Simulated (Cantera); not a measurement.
Charge: 1 mol Fe(CO)₅, 0.048 mol O₂, 5.3 mol H₂, at 1048.15 K and 530000 Pa.

Cantera equilibrium calculation (NASA polynomials, part measured and part estimated; ideal gas, pure solids and liquids). Candidate condensed phases: C, C₆H₆, C₇H₈, C₈H₁₈, Fe, Fe(CO)₅, FeO, Fe(OH)₂, Fe(OH)₃, Fe₂O₃, Fe₃O₄, H₂O; 114 gas species. The tables' stoichiometric FeO is somewhat more stable than real wüstite, so its field is too wide. FeO: taken at fixed stoichiometry. Rates play no part.

Base state: H₂ 0.463, CO 0.266, H₂O 0.122, CO₂ 0.0831, CH₄ 0.0662 (mole fractions); condensed: C(graphite) + FeO(s).

### Question
What changes in the equilibrium state with this change: temperature from 1048.15 K to 725 K?

### Answer
| species | before | after |
|---|---|---|
| H₂O | 0.122 | 0.464 |
| CH₄ | 0.0662 | 0.272 |
| CO₂ | 0.0831 | 0.159 |
| H₂ | 0.463 | 0.100 |
| CO | 0.266 | 0.00456 |
| C(graphite), mol | 1.93 | 2.92 |
| FeO(s), mol | 1.00 | 0 |
| Fe₃O₄(s), mol | 0 | 0.333 |
